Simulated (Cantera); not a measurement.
NO annealing gas

An isothermal, constant-pressure homogeneous reactor starts with NO : N2 = 1 : 0.24 (molar parts), at 1450 K and 1.10 bar.

Model: GRI-Mech 3.0 (53 species, 325 reactions), integrated in Cantera.

```json
[
 {"t (s)": "7.00e-6", "x NO": "0.806", "x NO2": "1.24e-8", "x O": "1.12e-8", "x O2": "1.75e-12", "x N2O": "2.36e-8", "x N2": "0.194"},
 {"t (s)": "4.49e-5", "x NO": "0.806", "x NO2": "1.38e-7", "x O": "1.36e-8", "x O2": "2.08e-11", "x N2O": "1.51e-7", "x N2": "0.194"},
 {"t (s)": "0.000288", "x NO": "0.806", "x NO2": "9.59e-7", "x O": "1.38e-8", "x O2": "2.08e-10", "x N2O": "9.69e-7", "x N2": "0.194"},
 {"t (s)": "0.00185", "x NO": "0.806", "x NO2": "6.29e-6", "x O": "1.50e-8", "x O2": "4.19e-9", "x N2O": "6.13e-6", "x N2": "0.194"},
 {"t (s)": "0.0118", "x NO": "0.806", "x NO2": "4.31e-5", "x O": "2.30e-8", "x O2": "2.01e-7", "x N2O": "3.64e-5", "x N2": "0.194"},
 {"t (s)": "0.0759", "x NO": "0.806", "x NO2": "0.000315", "x O": "7.23e-8", "x O2": "2.42e-5", "x N2O": "0.000148", "x N2": "0.194"},
 {"t (s)": "0.486", "x NO": "0.803", "x NO2": "0.000762", "x O": "1.42e-7", "x O2": "0.00115", "x N2O": "0.000209", "x N2": "0.195"},
 {"t (s)": "3.12", "x NO": "0.785", "x NO2": "0.00125", "x O": "2.29e-7", "x O2": "0.00952", "x N2O": "0.000200", "x N2": "0.204"},
 {"t (s)": "20.0", "x NO": "0.690", "x NO2": "0.00238", "x O": "4.77e-7", "x O2": "0.0565", "x N2O": "0.000153", "x N2": "0.251"}
]
```
x: mole fraction; the columns are a selection and need not sum to one.

Equilibrium at this temperature and pressure: NO 0.00115, NO2 1.04e-5, O 1.22e-6, O2 0.403, N2O 6.54e-8, N2 0.596 (gas phase only).
